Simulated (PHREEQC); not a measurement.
HCl is added in steps, without added water, to 1 kg of water holding 2.7 mmol/kgw HF and 120 mmol/kgw NaF, at 25 °C. O2 is buffered at 0.21 atm. The system is closed to CO2. Nothing may precipitate in this run.

Base run: PHREEQC, ion-association model, wateq4f.dat. Each further column changes one thing. The table gives pH.

| HCl added (mol) | base | 0.016 mol/kgw CsF added | NaF replaced by NaBr at the same molality | NaF left out | solids may form |
|---|---|---|---|---|---|
| 0 | 4.84 | 4.90 | 2.98 | 2.98 | 4.84 |
| 0.01875 | 3.84 | 3.91 | 1.81 | 1.77 | 3.84 |
| 0.03125 | 3.57 | 3.65 | 1.60 | 1.56 | 3.57 |
| 0.05 | 3.25 | 3.35 | 1.40 | 1.37 | 3.25 |
| 0.06875 | 2.98 | 3.10 | 1.26 | 1.24 | 2.98 |
| 0.08125 | 2.79 | 2.93 | 1.19 | 1.17 | 2.79 |
| 0.1 | 2.47 | 2.67 | 1.10 | 1.08 | 2.47 |

wateq4f.dat counts part of the HF as a dimer, H2F2, which phreeqc.dat doesn't know; its constant is uncertain.  Solids allowed in the column 'solids may form': Halite.
